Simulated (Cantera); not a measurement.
Feed: 1 mol Cu2O, 7.4 mol H2, 1.8 mol H2O, held at 100000 Pa.

Cantera equilibrium calculation (NASA polynomials, part measured and part estimated; ideal gas, pure solids and liquids). Candidate condensed phases: Cu, CuO, Cu(OH)2, Cu2O, H2O; 12 gas species. Rates play no part. All values below are at 1525 K.

Base state: H2 0.696, H2O 0.304, H 1.97e-5, Cu 1.24e-5 (mole fractions); condensed: Cu(l).

### Question
What changes in the equilibrium state with this change: Cu2O replaced by V2O3?

### Answer
```
species        before    after
------------  -------  -------
H2              0.696    0.804
H2O             0.304    0.196
H             1.97e-5  2.12e-5
Cu            1.24e-5        0
Cu(l), mol       2.00        0
V2O3(s), mol        0     1.00
```
Condensed phases not in the tables: the oxides between V2O3 and V2O5 other than VO2. Further candidate phases: V, VO, V2O3, V2O4, V2O5.

### Question
What changes in the equilibrium state with this change: pressure from 100000 Pa to 150 Pa?

### Answer
```json
[
 {"species": "H2", "before": "0.696", "after": "0.689"},
 {"species": "H2O", "before": "0.304", "after": "0.302"},
 {"species": "Cu", "before": "1.24e-5", "after": "0.00829"},
 {"species": "H", "before": "1.97e-5", "after": "0.000507"},
 {"species": "Cu(l), mol", "before": "2.00", "after": "1.92"}
]
```
